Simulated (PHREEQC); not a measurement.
# Alkaline etch or developer

Solution (20 °C): 0.0034 mol KOH and 0.14 mol NaAlO2 per kg of water. Closed to the air; pH follows from the charge balance.

The numbers come from PHREEQC with the ion-association model, phreeqc.dat.

This is a speciation only: nothing precipitates in the calculation.

Task: Estimate the pH.

Result: pH 11.56.

Examples of supersaturated solids here: Gibbsite (slow to form). Others may be too.
